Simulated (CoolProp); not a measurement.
Vapour pressure (MPa) of water: the reference equation beside estimates from Tc = 373.9 °C, pc = 22.06 MPa, ω = 0.344.

Computed with CoolProp (reference Helmholtz-energy equation of state, Wagner 2002).

| T (°C) | reference | Redlich-Kwong | Soave-Redlich-Kwong |
|---|---|---|---|
| 160.75 | 0.6301 | 1.328 | 0.6210 |
| 167.05 | 0.7373 | 1.509 | 0.7303 |
| 173.25 | 0.8564 | 1.703 | 0.8520 |
| 179.55 | 0.9925 | 1.920 | ___ |
| 185.85 | 1.145 | 2.155 | 1.148 |
| 192.05 | 1.313 | 2.406 | 1.321 |
| 198.35 | ___ | ___ | 1.516 |
| 204.55 | ___ | 2.975 | 1.730 |

Task: Fill in the missing entries.

Result: 
- 179.55, Soave-Redlich-Kwong: 0.9916
- 198.35, reference: 1.502
- 198.35, Redlich-Kwong: 2.682
- 204.55, reference: 1.708

Absolute difference from the reference over all 8 rows, mean and median: Redlich-Kwong 91.5 and 90.8 %, Soave-Redlich-Kwong 0.8 and 0.8 %.
